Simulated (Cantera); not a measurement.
Feed: 1 mol TiCl4, 66 mol H2, equilibrated at 1075 K and 0.130 bar.

Cantera equilibrium calculation (NASA polynomials, part measured and part estimated; ideal gas, pure solids and liquids). Candidate condensed phases: Ti, TiCl2, TiCl3, TiCl4; 10 gas species. Equilibrium is a limit: real reactors are often held back by kinetics, nucleation or transport.

Base state: H2 0.976, HCl 0.00940, TiCl3 0.00940, TiCl4 0.00546 (mole fractions); condensed: gas only.

Problem. What changes in the equilibrium state with this change: pressure from 0.130 bar to 0.610 bar?

Solution. 
```tsv
species	before	after
H2	0.976	0.978
HCl	0.00940	0.00745
TiCl3	0.00940	0.00745
TiCl4	0.00546	0.00742
```
